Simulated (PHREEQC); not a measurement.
**Brine: speciation**

Dissolve 130 mmol/kgw LiCl, 21 mmol/kgw CaCl2 and 0.073 mmol/kgw MgCl2 at 35 °C. Closed to the air; pH follows from the charge balance.

Equilibrium calculation in PHREEQC: ion-association model, phreeqc.dat.

Precipitation was switched off in this run.

Estimate the specific conductance.

specific conductance 19600 µS/cm.
